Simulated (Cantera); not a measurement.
Feed: 1 mol Pb, 1.9 mol CO, a varied amount of N₂, at 1323.15 K and 0.133 bar.

These are equilibrium values from Cantera (NASA tables, ideal gas, pure condensed phases), not measurements of a reactor. Candidate condensed phases: C, Pb, PbO, PbO₂, Pb₃O₄; 27 gas species. Rates play no part.

Task: What share of the Pb ends up in condensed phases as a function of n(N₂) (mol), at 3.8, 5, 6.6, 8.7, 11, 15, 20, 26?

Result: 
| n(N₂) (mol) | Pb condensed (%) | as |
|---|---|---|
| 3.8 | 84.5 | Pb(l) |
| 5 | 81.3 | Pb(l) |
| 6.6 | 76.9 | Pb(l) |
| 8.7 | 71.2 | Pb(l) |
| 11 | 65.0 | Pb(l) |
| 15 | 54.1 | Pb(l) |
| 20 | 40.5 | Pb(l) |
| 26 | 24.3 | Pb(l) |
